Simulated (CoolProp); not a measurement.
Vapour-liquid equilibrium of CHF3 (R23) (1) + R22 (2) at 0.613 MPa; x and y are mole fractions of (1).

Computed with CoolProp (multi-fluid Helmholtz-energy mixture model, Penoncello 2003 and Kamei 1995; pair parameters Bell 2016).

| x | bubble temperature (°C) | y at the bubble point | dew temperature at overall composition x (°C) | liquid density (mol/L) |
|---|---|---|---|---|
| 0.05 | 0.5 | 0.196 | 5.1 | ? |
| 0.15 | -9.6 | 0.465 | 2.0 | 15.38 |
| 0.25 | ? | 0.630 | ? | 15.83 |
| 0.35 | -23.3 | 0.736 | -5.0 | 16.23 |
| 0.45 | -28.1 | 0.807 | ? | 16.59 |
| 0.55 | -31.9 | 0.859 | -13.4 | 16.92 |
| 0.65 | ? | 0.899 | ? | 17.24 |
| 0.75 | -37.8 | 0.931 | -24.2 | 17.56 |
| 0.85 | -40.3 | ? | -31.2 | 17.88 |
| 0.95 | -42.6 | 0.987 | -39.4 | 18.21 |

### Question
Fill in the missing entries.

### Answer

- 0.05, liquid density (mol/L): 14.85
- 0.25, bubble temperature (°C): -17.4
- 0.25, dew temperature at overall composition x (°C): -1.4
- 0.45, dew temperature at overall composition x (°C): -9.0
- 0.65, bubble temperature (°C): -35.0
- 0.65, dew temperature at overall composition x (°C): -18.4
- 0.85, y at the bubble point: 0.960

No azeotrope shows between x = 0.05 and 0.95.

The pair parameters rest on a limited set of measurements; away from them the model extrapolates.
